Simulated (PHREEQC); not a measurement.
Solution (25 °C): 10 mmol/kgw CdCl2, 0.74 mmol/kgw CaCl2 and 0.27 mmol/kgw Na2SO4. Closed to the air; pH follows from the charge balance.

All values are PHREEQC results (ion-association model, phreeqc.dat), not measurements.

No solid was allowed to form.

Question: Order these Cd species by the share of Cd that they hold, largest first: CdSO4, CdCl2, Cd+2, CdCl+.

Answer: Cd+2 (52 %), CdCl+ (45 %), CdCl2 (2.3 %), CdSO4 (0.83 %)

Question: Order these S species by the share of S that they hold, largest first: Cd(SO4)2-2, SO4-2, CdSO4, CaSO4, NaSO4-.

Answer: SO4-2 (66 %), CdSO4 (31 %), CaSO4 (2.8 %), Cd(SO4)2-2 (0.12 %), NaSO4- (0.10 %)

The pH is 5.89 and the ionic strength 0.0229 mol/kgw. Complexes and solids missing from the database can't appear.
